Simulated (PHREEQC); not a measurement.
Consider water at 30 °C with 0.014 mol/kgw AlCl3, 0.012 mol/kgw H2SO4 and 0.22 mol/kgw Na2SO4. Closed to the air; pH follows from the charge balance.

Model: ion-association model, phreeqc.dat, run in PHREEQC.

Precipitation was switched off in this run.

Task: Order these S species by the share of S that they hold, largest first: SO4-2, HSO4-, NaSO4-, AlSO4+, Al(SO4)2-.

Result: SO4-2 (59 %), NaSO4- (24 %), HSO4- (7.8 %), Al(SO4)2- (5.4 %), AlSO4+ (3.1 %)

The pH is 2.35 and the ionic strength 0.538 mol/kgw.
